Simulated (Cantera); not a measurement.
Feed: 1 mol SiCl4, 0.93 mol HCl, 27 mol H2, at 1000 Pa.

Method: chemical equilibrium by Gibbs-energy minimisation in Cantera with the NASA 1993 tables (ideal gas, pure condensed phases). Candidate condensed phases: Si; 19 gas species. The tables' values for SiCl3, SiCl are old estimates; treat these amounts as uncertain. Equilibrium is a limit: real reactors are often held back by kinetics, nucleation or transport.

x: gas mole fraction; n: condensed amount in mol.

```json
[
 {"T (K)": "998", "x H2": "0.927", "x HCl": "0.0390", "x SiCl2": "0.000587", "x SiCl4": "0.0284", "x SiHCl3": "0.00468", "x SiCl3": "0.000824", "n Si(s)": "0"},
 {"T (K)": "1048", "x H2": "0.922", "x HCl": "0.0439", "x SiCl2": "0.00225", "x SiCl4": "0.0250", "x SiHCl3": "0.00536", "x SiCl3": "0.00175", "n Si(s)": "0"},
 {"T (K)": "1098", "x H2": "0.913", "x HCl": "0.0523", "x SiCl2": "0.00600", "x SiCl4": "0.0201", "x SiHCl3": "0.00512", "x SiCl3": "0.00293", "n Si(s)": "0"},
 {"T (K)": "1148", "x H2": "0.901", "x HCl": "0.0664", "x SiCl2": "0.0107", "x SiCl4": "0.0143", "x SiHCl3": "0.00389", "x SiCl3": "0.00372", "n Si(s)": "0.0391"},
 {"T (K)": "1198", "x H2": "0.889", "x HCl": "0.0790", "x SiCl2": "0.0165", "x SiCl4": "0.00867", "x SiHCl3": "0.00262", "x SiCl3": "0.00403", "n Si(s)": "0.0561"},
 {"T (K)": "1248", "x H2": "0.880", "x HCl": "0.0881", "x SiCl2": "0.0221", "x SiCl4": "0.00444", "x SiHCl3": "0.00156", "x SiCl3": "0.00369", "n Si(s)": "0.0527"},
 {"T (K)": "1298", "x H2": "0.875", "x HCl": "0.0931", "x SiCl2": "0.0264", "x SiCl4": "0.00199", "x SiHCl3": "0.000845", "x SiCl3": "0.00297", "n Si(s)": "0.0390"},
 {"T (K)": "1348", "x H2": "0.872", "x HCl": "0.0953", "x SiCl2": "0.0292", "x SiCl4": "(withheld)", "x SiHCl3": "(withheld)", "x SiCl3": "0.00222", "n Si(s)": "(withheld)"},
 {"T (K)": "1398", "x H2": "0.871", "x HCl": "0.0958", "x SiCl2": "0.0311", "x SiCl4": "(withheld)", "x SiHCl3": "(withheld)", "x SiCl3": "0.00161", "n Si(s)": "(withheld)"},
 {"T (K)": "1448", "x H2": "0.870", "x HCl": "0.0964", "x SiCl2": "0.0320", "x SiCl4": "0.000156", "x SiHCl3": "0.000120", "x SiCl3": "0.00116", "n Si(s)": "0"},
 {"T (K)": "1498", "x H2": "0.870", "x HCl": "0.0969", "x SiCl2": "0.0324", "x SiCl4": "7.11e-5", "x SiHCl3": "6.57e-5", "x SiCl3": "0.000850", "n Si(s)": "0"},
 {"T (K)": "1548", "x H2": "0.869", "x HCl": "0.0972", "x SiCl2": "0.0327", "x SiCl4": "3.39e-5", "x SiHCl3": "3.71e-5", "x SiCl3": "0.000630", "n Si(s)": "0"},
 {"T (K)": "1598", "x H2": "0.869", "x HCl": "0.0974", "x SiCl2": "0.0329", "x SiCl4": "1.69e-5", "x SiHCl3": "2.16e-5", "x SiCl3": "0.000474", "n Si(s)": "0"},
 {"T (K)": "1648", "x H2": "0.868", "x HCl": "0.0975", "x SiCl2": "0.0329", "x SiCl4": "8.77e-6", "x SiHCl3": "1.30e-5", "x SiCl3": "0.000362", "n Si(s)": "0"}
]
```

Problem. What belongs in the gaps?

Solution. 
- 1348, x SiCl4: 0.000844
- 1348, x SiHCl3: 0.000438
- 1348, n Si(s): 0.0222
- 1398, x SiCl4: 0.000357
- 1398, x SiHCl3: 0.000227
- 1398, n Si(s): 0.00527
